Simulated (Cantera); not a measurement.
A freely propagating, adiabatic, planar premixed flame of H2 : O2 : N2 = 1 : 0.385 : 1.81 (molar parts), equivalence ratio 1.3, unburnt at 423 K and 13300 Pa; mixture-averaged transport, grid criteria slope 0.08 and curve 0.16, no radiation.

Cantera simulation using the H2/O2 subset of GRI-Mech 3.0, which has no nitrogen chemistry; the numbers are that mechanism's predictions, not measurements. Burning velocities carry a grid error of a few per cent, more on coarse grids.

x: mole fraction of selected species; z is measured from the peak of heat release.

| z (mm) | T (K) | u (m/s) | x H2 | x O2 | x OH | x H2O2 | x O | x H |
|---|---|---|---|---|---|---|---|---|
| -18.2 | 423 | 3.15 | 0.313 | 0.121 | <1e-8 | <1e-8 | <1e-8 | <1e-8 |
| -12.1 | 423 | 3.15 | 0.313 | 0.121 | <1e-8 | <1e-8 | <1e-8 | <1e-8 |
| -9.09 | 423 | 3.15 | 0.313 | 0.121 | <1e-8 | <1e-8 | <1e-8 | <1e-8 |
| -6.06 | 423 | 3.15 | 0.313 | 0.121 | <1e-8 | <1e-8 | <1e-8 | <1e-8 |
| -3.03 | 428 | 3.18 | 0.312 | 0.121 | (withheld) | 1.66e-6 | 1.79e-6 | 3.70e-5 |
| -1.52 | 605 | 4.43 | 0.287 | 0.116 | (withheld) | 8.02e-6 | 0.000105 | 0.00605 |
| 0 | 1030 | 7.31 | 0.170 | 0.0771 | (withheld) | 3.73e-7 | 0.00419 | 0.0543 |
| 1.52 | 1303 | 9.15 | 0.0742 | 0.0205 | (withheld) | 4.90e-7 | 0.00754 | 0.0878 |
| 3.03 | 1413 | 9.85 | 0.0653 | 0.0122 | (withheld) | 4.52e-7 | 0.00717 | 0.0836 |
| 6.06 | 1533 | 10.6 | 0.0688 | 0.0100 | (withheld) | 3.36e-7 | 0.00657 | 0.0711 |
| 12.1 | 1666 | 11.4 | 0.0725 | 0.00799 | 0.00862 | 1.97e-7 | 0.00550 | 0.0571 |
| 24.2 | 1800 | 12.2 | 0.0751 | 0.00585 | 0.00917 | 1.03e-7 | 0.00412 | 0.0435 |
| 48.5 | 1925 | 12.9 | 0.0765 | 0.00383 | 0.00881 | 5.34e-8 | 0.00270 | 0.0314 |

**Question.** Complete the blanks.

**Answer.** 
- -3.03, x OH: 1.34e-5
- -1.52, x OH: 0.000452
- 0, x OH: 0.00170
- 1.52, x OH: 0.00466
- 3.03, x OH: 0.00603
- 6.06, x OH: 0.00743
